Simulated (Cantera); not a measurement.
Charge: 1 mol Fe2O3, 2.2 mol SO2, 3.9 mol N2, 3.6 mol O2, at 1200 K and 0.100 bar.

Cantera equilibrium calculation (NASA polynomials, part measured and part estimated; ideal gas, pure solids and liquids). Candidate condensed phases: Fe, FeO, FeS, FeSO4, FeS2, Fe2O3, Fe2(SO4)3, Fe3O4, S; 19 gas species. Kinetics and transport are ignored.

Base state: N2 0.404, O2 0.368, SO2 0.217, SO3 0.0107, NO 0.000185 (mole fractions); condensed: Fe2O3(s).

Task: What changes in the equilibrium state with this change: Fe2O3 replaced by MgCO3?

Result: 
| species | before | after |
|---|---|---|
| N2 | 0.404 | 0.366 |
| O2 | 0.368 | 0.333 |
| SO2 | 0.217 | 0.197 |
| CO2 | 0 | 0.0939 |
| SO3 | 0.0107 | 0.00926 |
| NO | 0.000185 | 0.000168 |
| Fe2O3(s), mol | 1.00 | 0 |
| MgO(s), mol | 0 | 1.00 |
Further candidate phases: C, Mg, MgCO3, MgO, MgS, MgSO4.
